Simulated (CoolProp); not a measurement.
The fluid at 271.84 K and 0.0924 MPa is compressed adiabatically to 0.518 MPa with isentropic efficiency 0.8. The same conditions are run with several fluids, on thermodynamics alone (safety and materials aside).

Values from CoolProp's reference Helmholtz-energy equation of state of each fluid (vinyl chloride: Thol 2022; R115: Lemmon 2016; carbon monoxide: Lemmon 2006; propylene: Lemmon 2013).

Problem. Rank vinyl chloride, R115, carbon monoxide, propylene by work (kJ/kg), highest first.

Solution. carbon monoxide (225), propylene (126), vinyl chloride (86.4), R115 (32.2)

| fluid | final temperature (K) | final density (kg/m³) |
|---|---|---|
| vinyl chloride | 372.8 | 11.0 |
| R115 | 321.9 | 32.4 |
| carbon monoxide | 486.5 | 3.58 |
| propylene | 355.4 | 7.71 |
